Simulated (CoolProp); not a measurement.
A single-stage vapour-compression cycle with hydrogen sulfide: evaporating at 200.15 K (dew point), condensing at 266.15 K (bubble point), superheat 8 K, subcooling 5 K, compressor efficiency 0.85, no pressure losses. Each further row changes one setting.

Model: reference Helmholtz-energy equation of state, Lemmon 2006, in CoolProp. It is a short technical equation, of lower accuracy than the large ones.

```json
[
 {"case": "as stated", "cooling COP": "1.88", "pressure ratio": "16.5", "discharge temperature (K)": "445.9", "refrigerating effect (kJ/kg)": "446", "volumetric capacity (kJ/m³)": "452"},
 {"case": "evaporating temperature 205.15 K", "cooling COP": "2.15", "pressure ratio": "12.4", "discharge temperature (K)": "424.5", "refrigerating effect (kJ/kg)": "451", "volumetric capacity (kJ/m³)": "?"},
 {"case": "condensing temperature 261.15 K", "cooling COP": "2.08", "pressure ratio": "14.1", "discharge temperature (K)": "428.4", "refrigerating effect (kJ/kg)": "456", "volumetric capacity (kJ/m³)": "462"},
 {"case": "subcooling 10 K", "cooling COP": "?", "pressure ratio": "16.5", "discharge temperature (K)": "445.9", "refrigerating effect (kJ/kg)": "456", "volumetric capacity (kJ/m³)": "462"},
 {"case": "superheat 18 K", "cooling COP": "?", "pressure ratio": "16.5", "discharge temperature (K)": "465.6", "refrigerating effect (kJ/kg)": "456", "volumetric capacity (kJ/m³)": "440"},
 {"case": "compressor efficiency 0.75", "cooling COP": "1.66", "pressure ratio": "16.5", "discharge temperature (K)": "474.6", "refrigerating effect (kJ/kg)": "446", "volumetric capacity (kJ/m³)": "452"}
]
```

Task: Fill in the missing entries.

Result: 
- evaporating temperature 205.15 K, volumetric capacity (kJ/m³): 593
- subcooling 10 K, cooling COP: 1.93
- superheat 18 K, cooling COP: 1.84
